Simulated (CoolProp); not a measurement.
Vapour-liquid equilibrium of CHF3 (R23) (1) + CH2F2 (R32) (2) at 181.1 K; x and y are mole fractions of (1).

Values from CoolProp's multi-fluid Helmholtz-energy mixture model, Penoncello 2003 and Tillner-Roth 1997; pair parameters Bell 2016.

| x | bubble pressure (bar) | y at the bubble point | dew pressure at overall composition x (bar) | liquid density (mol/L) |
|---|---|---|---|---|
| 0.05 | 0.09986 | 0.282 | 0.07869 | 25.13 |
| 0.2 | 0.1734 | 0.649 | 0.09118 | 24.46 |
| 0.35 | 0.2457 | 0.797 | 0.1084 | 23.81 |
| 0.5 | 0.3164 | 0.877 | 0.1335 | 23.18 |
| 0.65 | 0.3855 | 0.928 | 0.1737 | 22.57 |
| 0.8 | 0.4539 | 0.964 | 0.2480 | 21.97 |
| 0.95 | 0.5230 | 0.992 | 0.4257 | 21.38 |

No azeotrope shows between x = 0.05 and 0.95.

Pair parameters are fitted to limited data, so mixtures are less certain than the pure fluids.
